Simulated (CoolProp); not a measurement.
Vapour-liquid equilibrium of n-hexane (1) + cyclohexane (2) at 125.45 °C; x and y are mole fractions of (1).

The numbers come from the multi-fluid Helmholtz-energy mixture model, Thol 2019 and Zhou 2014; pair parameters Bell 2016 in CoolProp.

```tsv
x	bubble pressure, mixture model (bar)	bubble pressure, Raoult's law (bar)	y, mixture model	y, Raoult's law
0.05	3.350	3.334	0.070	0.068
0.15	3.500	3.459	0.198	0.196
0.25	3.640	3.584	0.314	0.315
0.35	3.772	3.709	0.421	0.427
0.45	3.898	3.834	0.521	0.531
0.55	4.019	3.958	0.616	0.628
0.65	4.135	4.083	0.706	0.720
0.75	4.248	4.208	0.793	0.806
0.85	4.359	4.333	0.878	0.887
0.95	4.467	4.458	0.960	0.963
```

The largest gap from Raoult's law is +1.7 % in bubble pressure, at x = 0.35. No azeotrope shows between x = 0.05 and 0.95.

Pair parameters are fitted to limited data, so mixtures are less certain than the pure fluids.
